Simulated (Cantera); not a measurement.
Cantera run:

```python
import numpy as np
import cantera as ct

gas_names = """
    H H2 N NH NH2 NH3 N2 N2H2 N2H4 V VN
""".split()
cond_names = """
    V(cr) V(L) VN(s)
""".split()


# ... load() reads the species with a 1 bar reference pressure and builds the phases ...
atoms = {
    'V': {'V': 1},
    'NH3': {'N': 1, 'H': 3},
    'H2': {'H': 2},
}
top_T = {'VN(s)': 2300}  # K; cautious upper limits of use, not melting points


# ... equilibrate(T, P, feed) seeds the gas with the atoms and calls Mixture.equilibrate('TP', solver="vcs", rtol=1e-11, max_steps=5000) ...
results = []
feed = {'V': 1, 'NH3': 2.1, 'H2': 11}  # mol
P = 0.19  # Pa
for T in [1173, 1273, 1373, 1473, 1573, 1673, 1773, 1873, 1973, 2073, 2173, 2273, 2373]:
    mix = equilibrate(T, P, feed)
    results.append((T, P, feed, dict(zip(mix.species_names, mix.species_moles))))
    x = sorted(zip(gas.X, gas.species_names), reverse=True)
    print(f"T = {T:g} K  P = {P:g} Pa  gas = {mix.phase_moles(0):.4g} mol")
    print("   x: " + "  ".join(f"{s} {v:.3e}" for v, s in x if v > 0.0001))
    print("   condensed (mol): " + ("  ".join(f"{mix.phase(i).name} {mix.phase_moles(i):.4g}"
          for i in range(1, mix.n_phases) if mix.phase_moles(i) > 1e-12) or "none"))
```

It prints:

```
T = 1173 K  P = 0.19 Pa  gas = 14.7 mol
   x: H2 9.625e-01  N2 3.741e-02
   condensed (mol): VN(s) 1
T = 1273 K  P = 0.19 Pa  gas = 14.7 mol
   x: H2 9.621e-01  N2 3.741e-02  H 5.074e-04
   condensed (mol): VN(s) 1
T = 1373 K  P = 0.19 Pa  gas = 14.72 mol
   x: H2 9.603e-01  N2 3.737e-02  H 2.367e-03
   condensed (mol): VN(s) 1
T = 1473 K  P = 0.19 Pa  gas = 15.27 mol
   x: H2 9.224e-01  N2 6.877e-02  H 8.815e-03
   condensed (mol): V(cr) 0.9997
T = 1573 K  P = 0.19 Pa  gas = 15.42 mol
   x: H2 9.036e-01  N2 6.809e-02  H 2.804e-02  V 3.111e-04
   condensed (mol): V(cr) 0.9952
T = 1673 K  P = 0.19 Pa  gas = 15.86 mol
   x: H2 8.542e-01  H 7.636e-02  N2 6.622e-02  V 3.177e-03
   condensed (mol): V(cr) 0.9496
T = 1773 K  P = 0.19 Pa  gas = 17.14 mol
   x: H2 7.368e-01  H 1.771e-01  N2 6.124e-02  V 2.484e-02
   condensed (mol): V(cr) 0.5741
T = 1873 K  P = 0.19 Pa  gas = 19.6 mol
   x: H2 5.486e-01  H 3.468e-01  N2 5.358e-02  V 5.102e-02
   condensed (mol): none
T = 1973 K  P = 0.19 Pa  gas = 22.66 mol
   x: H 5.702e-01  H2 3.393e-01  N2 4.634e-02  V 4.413e-02
   condensed (mol): none
T = 2073 K  P = 0.19 Pa  gas = 26.17 mol
   x: H 7.621e-01  H2 1.595e-01  N2 4.012e-02  V 3.821e-02
   condensed (mol): none
T = 2173 K  P = 0.19 Pa  gas = 28.6 mol
   x: H 8.670e-01  H2 6.133e-02  N2 3.672e-02  V 3.497e-02
   condensed (mol): none
T = 2273 K  P = 0.19 Pa  gas = 29.69 mol
   x: H 9.087e-01  N2 3.536e-02  V 3.368e-02  H2 2.223e-02
   condensed (mol): none
T = 2373 K  P = 0.19 Pa  gas = 30.1 mol
   x: H 9.236e-01  N2 3.488e-02  V 3.322e-02  H2 8.309e-03
   condensed (mol): none
```

These are equilibrium values from Cantera (NASA tables, ideal gas, pure condensed phases), not measurements of a reactor. VN: taken at fixed stoichiometry. Condensed phases not in the tables: V2N, N, O or C dissolved in the metal.
